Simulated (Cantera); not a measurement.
Input (Python, Cantera) and output of one run.

```python
import numpy as np
import cantera as ct

gas_names = [...]  # 47 gases of nasa_gas.yaml made of Cl, H, N, O, Si
cond_names = """
    H2O(s) H2O(L) NH4CL(a) NH4CL(b) Si(cr) Si(L) SiO2(Lqz) SiO2(hqz) SiO2(L) Si2N2O(s) Si3N4(a)
""".split()


# ... load() reads the species with a 1 bar reference pressure and builds the phases ...
atoms = {
    'SiH2Cl2': {'Si': 1, 'H': 2, 'CL': 2},
    'H2O': {'H': 2, 'O': 1},
    'N2': {'N': 2},
}
top_T = {'Si2N2O(s)': 2100, 'Si3N4(a)': 2400}  # K; cautious upper limits of use, not melting points


# ... equilibrate(T, P, feed) seeds the gas with the atoms and calls Mixture.equilibrate('TP', solver="vcs", rtol=1e-11, max_steps=5000) ...
results = []
feed = {'SiH2Cl2': 1, 'H2O': 5.2, 'N2': 39}  # mol
T = 1375  # K
P = 8300  # Pa
mix = equilibrate(T, P, feed)
results.append((T, P, feed, dict(zip(mix.species_names, mix.species_moles))))
print(gas.report(threshold=1e-06))
for i in range(1, mix.n_phases):
    print(f"{mix.phase(i).name:16s} {mix.phase_moles(i):12.5e} mol")
```

Output:

```
       temperature   1375 K
          pressure   8300 Pa
           density   0.019284 kg/m^3
  mean mol. weight   26.561 kg/kmol
   phase of matter   gas

                          1 kg             1 kmol
                     ---------------   ---------------
          enthalpy        5.1861e+05        1.3775e+07  J
   internal energy             88194        2.3426e+06  J
           entropy            9868.1        2.6211e+05  J/K
    Gibbs function        -1.305e+07       -3.4663e+08  J
 heat capacity c_p            1317.8             35001  J/K
 heat capacity c_v            1004.7             26687  J/K

                      mass frac. Y      mole frac. X     chem. pot. / RT
                     ---------------   ---------------   ---------------
                CL        2.7351e-06        2.0493e-06           -26.858
                 H        9.3911e-08        2.4746e-06           -11.991
               HCL          0.059417          0.043288           -38.849
                H2         0.0032857           0.04329           -23.982
               H2O          0.046977          0.069264           -52.264
                N2           0.89032           0.84415           -28.407
     [  +41 minor]        9.1618e-08        1.3872e-07

Si(cr)            0.00000e+00 mol
SiO2(hqz)         1.00000e+00 mol
Si2N2O(s)         0.00000e+00 mol
Si3N4(a)          0.00000e+00 mol
```

Cantera equilibrium calculation (NASA polynomials, part measured and part estimated; ideal gas, pure solids and liquids). The tables hold silica as quartz up to 1696 K and as liquid above; real silica turns to tridymite and cristobalite and melts near 1996 K.
